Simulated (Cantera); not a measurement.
A closed system holds: 1 mol Si3N4, 0.01 mol H2O, 4.3 mol N2, equilibrated at 1925 K and 1.33 mbar.

Cantera equilibrium calculation (NASA polynomials, part measured and part estimated; ideal gas, pure solids and liquids). Candidate condensed phases: H2O, Si, SiO2, Si2N2O, Si3N4; 35 gas species. The tables' values for SiN are old estimates; treat these amounts as uncertain. Kinetics and transport are ignored.

Base state: N2 0.983, Si 0.0131, SiO 0.00156, H2 0.00112, H 0.000875, Si2N 0.000209, SiN 0.000148, Si2 0.000112 (mole fractions); condensed: Si(l).

### Question
What changes in the equilibrium state with this change: temperature from 1925 K to 1175 K?

### Answer
| species | before | after |
|---|---|---|
| N2 | 0.983 | 0.998 |
| H2 | 0.00112 | 0.00232 |
| H | 0.000875 | 1.62e-7 |
| Si | 0.0131 | <1e-9 |
| SiO | 0.00156 | <1e-9 |
| Si2N | 0.000209 | <1e-9 |
| SiN | 0.000148 | <1e-9 |
| Si(l), mol | 2.90 | 0 |
| Si2N2O(s), mol | 0 | 0.0100 |
| Si3N4(s), mol | 0 | 0.993 |
Mutual solubility and eutectic melting of coexisting phases are not modelled.
